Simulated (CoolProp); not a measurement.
The fluid at 298.15 K and 0.334 MPa is throttled through a valve to 0.0188 MPa with no heat exchange. The same conditions are run with several fluids, on thermodynamics alone (safety and materials aside).

Computed with CoolProp (reference Helmholtz-energy equation of state of each fluid (R245fa: Akasaka 2015; R1233zd(E): Akasaka 2022; propylene glycol: Eisenbach 2021; p-xylene: Zhou 2012; dodecamethylcyclohexasiloxane (D6): Colonna 2008)).

```json
[
 {"fluid": "R245fa", "temperature change (K)": "-45.8", "final phase": "two-phase, vapour fraction 0.270", "final density (kg/m³)": "4.49"},
 {"fluid": "R1233zd(E)", "temperature change (K)": "-44.8", "final phase": "two-phase, vapour fraction 0.242", "final density (kg/m³)": "4.86"},
 {"fluid": "propylene glycol", "temperature change (K)": "+0.1", "final phase": "liquid", "final density (kg/m³)": "1030"},
 {"fluid": "p-xylene", "temperature change (K)": "+0.1", "final phase": "liquid", "final density (kg/m³)": "857"},
 {"fluid": "dodecamethylcyclohexasiloxane (D6)", "temperature change (K)": "+0.1", "final phase": "liquid", "final density (kg/m³)": "968"}
]
```
